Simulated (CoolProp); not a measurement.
n-perfluorobutane at several states: density (kg/m³) from the reference equation and from simpler models built on Tc = 386.3 K, pc = 2322 kPa, ω = 0.372; each cubic takes its own stable root.

Computed with CoolProp (reference Helmholtz-energy equation of state, Gao 2022).

```
T (K)  p (kPa)   phase  reference  Redlich-Kwong  Soave-Redlich-Kwong
-----  -------  ------  ---------  -------------  -------------------
327.4     1960  liquid       1388           1199                 1279
302.2     30.9     gas      2.956          2.954                2.958
266        242  liquid       1615           1442                 1528
169.8      178  liquid       1949           1735                 1782
196.5     18.7  liquid       1853           1666                 1725
308.2      375  liquid       1455          39.32                 1348
```

At some of these states Redlich-Kwong gives the other phase, because its saturation line lies elsewhere.
